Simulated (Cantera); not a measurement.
Input: 1 mol CuF2, 8.7 mol H2, held at 0.230 Pa.

These are equilibrium values from Cantera (NASA tables, ideal gas, pure condensed phases), not measurements of a reactor. Candidate condensed phases: Cu, CuF2; 15 gas species. Kinetics and transport are ignored.

x: gas mole fraction; n: condensed amount in mol.

```
T (K)   x H2   x HF     x Cu       x H    x CuF       x Cu2  n Cu(s)
-----  -----  -----  -------  --------  -------  ----------  -------
1200   0.789  0.205  0.00534  0.000116  1.34e-5  (withheld)    0.948
1250   0.778  0.202   0.0202  0.000281  3.70e-5  (withheld)    0.800
1300   0.739  0.192   0.0686  0.000627  9.23e-5     5.63e-6    0.284
1350   0.719  0.187   0.0933   0.00133  9.53e-5     5.37e-6        0
1400   0.717  0.187   0.0933   0.00272  7.47e-5  (withheld)        0
1450   0.715  0.186   0.0932   0.00527  5.95e-5  (withheld)        0
1500   0.711  0.186   0.0930   0.00979  4.81e-5  (withheld)        0
1550   0.705  0.185   0.0926    0.0174  3.94e-5  (withheld)        0
```

Task: Fill in the missing entries.

Result: 
- 1200, x Cu2: 1.52e-7
- 1250, x Cu2: 9.96e-7
- 1400, x Cu2: 2.89e-6
- 1450, x Cu2: 1.63e-6
- 1500, x Cu2: 9.47e-7
- 1550, x Cu2: 5.69e-7
